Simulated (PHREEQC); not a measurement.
1 kg of water holding 0.056 mol/kgw NaHCO3, 0.0033 mol/kgw NaCl and 0.008 mol/kgw Na2SO4 is evaporated at 25 °C; the solids stay in contact with the brine. CO2 is held at log p = -3.4 (atm). The run lets Burkeite, Halite, Mirabilite, Nahcolite, Natron, Thenardite, Trona precipitate or redissolve, and no other solid.

The numbers come from PHREEQC with the Pitzer model, pitzer.dat.

### Question
Predict ionic strength, Na in solution (mol/kgw) at water left (kg) = 0.3754, 0.2537, 0.07849, 0.01671.

### Answer
| water left (kg) | ionic strength | Na in solution (mol/kgw) |
|---|---|---|
| 0.3754 | 0.271 | 0.201 |
| 0.2537 | 0.407 | 0.297 |
| 0.07849 | 1.36 | 0.959 |
| 0.01671 | 6.50 | 4.51 |

Species that the database lacks are ignored.
